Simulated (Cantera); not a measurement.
Input: 1 mol CuO, 1.4 mol HF, 14 mol N₂, equilibrated at 1775 K and 13.3 mbar.

Method: chemical equilibrium by Gibbs-energy minimisation in Cantera with the NASA 1993 tables (ideal gas, pure condensed phases). Candidate condensed phases: Cu, CuF₂, CuO, Cu(OH)₂, Cu₂O, H₂O; 45 gas species. Rates play no part.

Base state: N₂ 0.848, HF 0.0608, Cu 0.0303, CuF 0.0240, O₂ 0.0235, H₂O 0.0118, NO 0.00132, OH 0.000346 (mole fractions); condensed: Cu(l).

What changes in the equilibrium state with this change: temperature from 1775 K to 700 K?


```json
[
 {"species": "N₂", "before": "0.848", "after": "0.909"},
 {"species": "HF", "before": "0.0608", "after": "0.0908"},
 {"species": "H₂O", "before": "0.0118", "after": "3.46e-5"},
 {"species": "Cu", "before": "0.0303", "after": "<1e-9"},
 {"species": "CuF", "before": "0.0240", "after": "<1e-9"},
 {"species": "O₂", "before": "0.0235", "after": "8.52e-9"},
 {"species": "NO", "before": "0.00132", "after": "<1e-9"},
 {"species": "OH", "before": "0.000346", "after": "<1e-9"},
 {"species": "O", "before": "0.000127", "after": "<1e-9"},
 {"species": "Cu(l), mol", "before": "0.101", "after": "0"},
 {"species": "CuF₂(s), mol", "before": "0", "after": "0.000533"},
 {"species": "CuO(s), mol", "before": "0", "after": "0.999"}
]
```

What changes in the equilibrium state with this change: CuO replaced by B₂O₃?


| species | before | after |
|---|---|---|
| N₂ | 0.848 | 0.853 |
| BOF | 0 | 0.0727 |
| HBO₂ | 0 | 0.0374 |
| HF | 0.0608 | 0.0126 |
| Cu | 0.0303 | 0 |
| CuF | 0.0240 | 0 |
| O₂ | 0.0235 | 0.000132 |
| H₂O | 0.0118 | 0.0170 |
| B₂O₃ | 0 | 0.00575 |
| BO₂ | 0 | 0.000303 |
| CuO | 7.31e-5 | 0 |
| Cu₂ | 5.20e-5 | 0 |
| H₂ | 2.84e-5 | 0.000547 |
| Cu(l), mol | 0.101 | 0 |
Further candidate phases: B, BN, B₂O₃, B₃O₃H₃.

What changes in the equilibrium state with this change: 0.071 mol NH₃ added?


```
species      before    after
----------  -------  -------
N₂            0.848    0.846
HF           0.0608   0.0638
Cu           0.0303   0.0303
H₂O          0.0118   0.0165
CuF          0.0240   0.0207
O₂           0.0235   0.0210
H₂          2.84e-5  4.20e-5
H           1.33e-5  1.62e-5
Cu(l), mol    0.101    0.152
```
